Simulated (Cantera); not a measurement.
A closed system holds: 1 mol acetone, 0.15 mol NH₃, 2.5 mol N₂, equilibrated at 22.0 bar.

These are equilibrium values from Cantera (NASA tables, ideal gas, pure condensed phases), not measurements of a reactor. Candidate condensed phases: C, C₆H₆, C₇H₈, C₈H₁₈, H₂O; 136 gas species. The feed counts by its element totals alone. The numbers say what is thermodynamically allowed, not how fast it happens.

x: gas mole fraction; n: condensed amount in mol.

```
T (K)   x H₂   x N₂   x CO    x CH₄  x H₂O  n C(graphite)
-----  -----  -----  -----  -------  -----  -------------
1448   0.449  0.386  0.145   0.0148      ?           1.93
1498   0.455  0.384  0.146   0.0118      ?           1.94
1548   0.458  0.383  0.147  0.00948      ?           1.95
1598   0.461  0.382  0.147  0.00770      ?           1.95
1648   0.463  0.381  0.147  0.00633      ?           1.96
1698   0.465  0.380  0.147  0.00525      ?           1.96
1748   0.466  0.380  0.147  0.00439      ?           1.96
1798   0.467  0.379  0.147  0.00371      ?           1.96
```

What belongs in the gaps?


- 1448, x H₂O: 0.00364
- 1498, x H₂O: 0.00255
- 1548, x H₂O: 0.00181
- 1598, x H₂O: 0.00132
- 1648, x H₂O: 0.000976
- 1698, x H₂O: 0.000734
- 1748, x H₂O: 0.000561
- 1798, x H₂O: 0.000435
